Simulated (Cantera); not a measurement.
## Ignition delay

Mixture: CH₄ : H₂ : O₂ : N₂ = 1 : 0.09 : 3.72 : 14 (molar parts), equivalence ratio 0.55, at 15000 Torr, adiabatic and at constant pressure. Ignition delay is the time to a rise of 400 K.

Detailed kinetics in Cantera: GRI-Mech 3.0 (53 species, 325 reactions). The pressure lies above the range GRI-Mech 3.0 was tuned for (to about 10 atm).

```tsv
T0 (K)	delay (ms)
1250	0.492
1325	0.243
1400	0.127
1475	0.0693
1550	0.0390
1625	0.0227
1700	0.0137
```

```json
{
  "apparent activation energy between 1550 and 1700 K": "150 kJ/mol"
}
```
